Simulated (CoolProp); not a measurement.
Sulfur hexafluoride along the isobar 21200 kPa: density (kg/m³) from the reference equation and from simpler models built on Tc = 318.7 K, pc = 3755 kPa, ω = 0.210; each cubic takes its own stable root.

Model: reference Helmholtz-energy equation of state, Guder 2009, in CoolProp.

```tsv
T (K)	phase	reference	van der Waals	Redlich-Kwong	Soave-Redlich-Kwong	Peng-Robinson
303.7	liquid	1604	1193	1560	1569	1751
328.9	supercritical	1490	1147	1456	1449	1609
354	supercritical	1371	1099	1351	1325	1462
379.2	supercritical	1250	1050	1247	1201	1315
404.3	supercritical	1132	1001	1147	1084	1178
429.5	supercritical	1022	951.3	1053	978.0	1056
454.6	supercritical	925.4	902.2	968.1	887.1	952.5
479.8	supercritical	842.8	854.0	892.3	810.2	865.8
```
